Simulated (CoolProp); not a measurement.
Aqueous potassium carbonate as a coolant, at -6 °C, 1 atm.

Computed with CoolProp (Melinder's fits for secondary coolants).

| mass % | freezing point (°C) | Prandtl number | viscosity (mPa s) | conductivity (W/(m K)) | cp (kJ/(kg K)) |
|---|---|---|---|---|---|
| 18.6 | -7.9 | 19.8 | 3.21 | … | 3.321 |
| 21.1 | -9.6 | 20.9 | … | 0.535 | … |
| 23.6 | -11.5 | 22.4 | 3.81 | 0.533 | 3.135 |
| 26.2 | -14.0 | 24.4 | 4.26 | 0.530 | 3.043 |
| 28.7 | -16.9 | 26.9 | 4.80 | 0.528 | 2.958 |
| 31.2 | -20.3 | 30.1 | 5.49 | 0.525 | … |

### Question
Complete the blanks.

### Answer

- 18.6, conductivity (W/(m K)): 0.538
- 21.1, viscosity (mPa s): 3.48
- 21.1, cp (kJ/(kg K)): 3.227
- 31.2, cp (kJ/(kg K)): 2.880
